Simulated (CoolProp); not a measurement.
Vapour-liquid equilibrium of R125 (1) + R143a (2) at 21.95 °C; x and y are mole fractions of (1).

Model: multi-fluid Helmholtz-energy mixture model, Lemmon 2005 and Lemmon and Jacobsen 2000; pair parameters Lemmon 2004, in CoolProp.

Question: Give the bubble pressure and the first vapour's composition at x = 0.65, 0.725, 0.8. Is there an azeotrope?

Answer: x = 0.65: 1.209 MPa, y = 0.668; x = 0.725: 1.220 MPa, y = 0.742; x = 0.8: 1.233 MPa, y = 0.815. No azeotrope shows between x = 0.05 and 0.95.

Pair parameters are fitted to limited data, so mixtures are less certain than the pure fluids.
